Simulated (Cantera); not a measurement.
Input: 1 mol SiO2, 7.3 mol HF, at 1448.15 K and 40.0 mbar.

These are equilibrium values from Cantera (NASA tables, ideal gas, pure condensed phases), not measurements of a reactor. Candidate condensed phases: H2O, Si, SiO2; 38 gas species. The tables hold silica as quartz up to 1696 K and as liquid above; real silica turns to tridymite and cristobalite and melts near 1996 K. Kinetics and transport are ignored.

Base state: HF 0.795, H2O 0.137, SiF4 0.0683, H2 9.50e-5, O2 4.39e-5, OH 1.54e-5 (mole fractions); condensed: SiO2(β-quartz).

What changes in the equilibrium state with this change: temperature from 1448.15 K to 750 K?


```csv
species,before,after
HF,0.795,0.524
H2O,0.137,0.317
SiF4,0.0683,0.159
H2,9.50e-5,<1e-9
O2,4.39e-5,<1e-9
OH,1.54e-5,<1e-9
"SiO2(β-quartz), mol",0.533,0
```

What changes in the equilibrium state with this change: SiO2 replaced by B2O3?


```json
[
 {"species": "HF", "before": "0.795", "after": "0.516"},
 {"species": "H2O", "before": "0.137", "after": "0.224"},
 {"species": "BOF", "before": "0", "after": "0.129"},
 {"species": "BF3", "before": "0", "after": "0.108"},
 {"species": "SiF4", "before": "0.0683", "after": "0"},
 {"species": "HBO2", "before": "0", "after": "0.0186"},
 {"species": "B3O3F3", "before": "0", "after": "0.00439"},
 {"species": "B2O3", "before": "0", "after": "4.94e-5"},
 {"species": "BOF2", "before": "0", "after": "2.08e-5"},
 {"species": "(HBO2)3", "before": "0", "after": "1.61e-5"},
 {"species": "H2", "before": "9.50e-5", "after": "0.000136"},
 {"species": "SiO2(β-quartz), mol", "before": "0.533", "after": "0"}
]
```
Gases not in the tables: H3BO3. Further candidate phases: B, B2O3, B3O3H3.
